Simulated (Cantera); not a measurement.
# Stirred combustor or abatement burner

A perfectly stirred reactor is fed with 9.10 % CH₄, 18.4 % O₂, 69.2 % N₂, 3.37 % H₂O, equivalence ratio 0.99, at 2.00 bar; it is adiabatic with a 650 K inlet, and is followed from long to short residence time, starting on the burning branch (τ in s: 0.17, 0.071, 0.03, 0.012, 0.0051, 0.0021, 0.00088, 0.00037, 0.00015, 6.3e-05).

Detailed kinetics in Cantera: GRI-Mech 3.0 (53 species, 325 reactions).

```
τ (s)    T (K)     x CH₄     x O₂  x H₂O       x O     x CH₃       x H   x CH₂CO
-------  -----  --------  -------  -----  --------  --------  --------  --------
0.17      2361   7.86e-7  0.00748  0.206  0.000446   4.78e-7  0.000696  2.39e-10
0.071     2360   1.82e-6  0.00779  0.205  0.000470   1.10e-6  0.000726  5.75e-10
0.030     2355   4.03e-6  0.00833  0.205  0.000516   2.44e-6  0.000793   1.38e-9
0.012     2343   9.00e-6  0.00923  0.204  0.000611   5.36e-6  0.000947   3.56e-9
0.0051    2322   1.80e-5   0.0105  0.202  0.000779   1.04e-5   0.00124   8.67e-9
0.0021    2286   3.53e-5   0.0124  0.199   0.00109   1.95e-5   0.00181   2.11e-8
0.00088   2237   6.73e-5   0.0149  0.196   0.00157   3.46e-5   0.00276   4.86e-8
0.00037   2175  0.000131   0.0179  0.191   0.00222   6.17e-5   0.00418   1.13e-7
0.00015   2100  0.000281   0.0218  0.186   0.00297  0.000118   0.00605   3.04e-7
6.3e-5    2016  0.000668   0.0272  0.181   0.00341  0.000247   0.00757   1.05e-6
```
x: mole fraction; the columns are a selection and need not sum to one.
